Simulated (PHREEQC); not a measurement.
A solution holds 0.38 mmol/kgw Ca(HCO3)2 and 0.19 mmol/kgw Na2SO4, at 55 °C. Closed to the air; pH follows from the charge balance.

Computed with PHREEQC (Pitzer model, pitzer.dat).

```csv
quantity,before,after
pH,8.00,6.58
ionic strength (mol/kgw),0.00172,0.000570
HSO4- (mol/kgw),3.62e-10,1.06e-8
SI of Thenardite (Na2SO4),-10.25,-10.19
SI of Mirabilite (Na2SO4:10H2O),-10.47,-10.40
```

**Question.** Name the change that produced these shifts.
A. diluted 2-fold with water
B. Ca(HCO3)2 from 0.00038 to 0.00019 mol/kgw
C. Ca(HCO3)2 from 0.00038 to 0.000418 mol/kgw
D. Ca(HCO3)2 left out
E. Na2SO4 from 0.00019 to 1.9e-05 mol/kgw

**Answer.** D, Ca(HCO3)2 left out

Precipitation was switched off in this run. Away from 25 °C the constants follow the database's enthalpies or fits; those with neither stay at their 25 °C values.
